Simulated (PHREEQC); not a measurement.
Make-up at 90 °C: 0.053 mol/kgw NH4F. It is in equilibrium with CO2 at log p = -1 (atm). Otherwise closed; pH follows from the charge balance.

Computed with PHREEQC (ion-association model, phreeqc.dat).

Precipitation was switched off in this run.

Task: What pH does the model give?

Result: pH 5.62.

Task: In which forms is C present?

Result: CO2 82 %, HCO3- 18 % of the C.

Away from 25 °C the constants follow the database's enthalpies or fits; those with neither stay at their 25 °C values.
